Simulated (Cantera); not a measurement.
# Carbon deposition, reforming and gasification: C2H2 + H2

Charge: 1 mol C2H2, 67 mol H2, equilibrated at 170 Pa.

Equilibrium computed with Cantera from the NASA thermochemical tables; the gas is ideal and each condensed phase is pure. Candidate condensed phases: C, C6H6, C7H8, C8H18; 76 gas species. The numbers say what is thermodynamically allowed, not how fast it happens.

From 1300 K to 2400 K the condensed part is C(graphite). The main C-bearing gas is CH4 at 1300 K and C2H2 (acetylene) at 2400 K.

```
T (K)  log p H2  log p H  log p C2H2 (acetylene)  log p C2H  log p C3  log p C  log p C4H2  log p CH4  n C(graphite)
-----  --------  -------  ----------------------  ---------  --------  -------  ----------  ---------  -------------
1300      -2.77    -7.34                   -9.01       <-14      <-14     <-14        <-14      -7.64           2.00
1400      -2.77    -6.70                   -8.37       <-14      <-14     <-14      -14.39      -7.90           2.00
1500      -2.77    -6.14                   -7.81     -13.91      <-14     <-14      -13.28      -8.13           2.00
1600      -2.77    -5.65                   -7.33     -12.68      <-14     <-14      -12.30      -8.33           2.00
1700      -2.77    -5.22                   -6.91     -11.60    -14.35   -13.82      -11.45      -8.50           1.99
1800      -2.77    -4.83                   -6.53     -10.65    -12.94   -12.60      -10.69      -8.66           1.98
1900      -2.78    -4.49                   -6.20      -9.79    -11.68   -11.50      -10.01      -8.81           1.95
2000      -2.79    -4.18                   -5.90      -9.02    -10.56   -10.52       -9.41      -8.95           1.90
2100      -2.80    -3.91                   -5.64      -8.34     -9.54    -9.63       -8.88      -9.09           1.81
2200      -2.83    -3.66                   -5.42      -7.72     -8.62    -8.82       -8.40      -9.24           1.67
2300      -2.87    -3.45                   -5.24      -7.16     -7.78    -8.08       -7.99      -9.42           1.47
2400      -2.94    -3.27                   -5.10      -6.66     -7.01    -7.40       -7.64      -9.63           1.19
```
log p: log10 of the partial pressure in bar; n: condensed amount in mol.
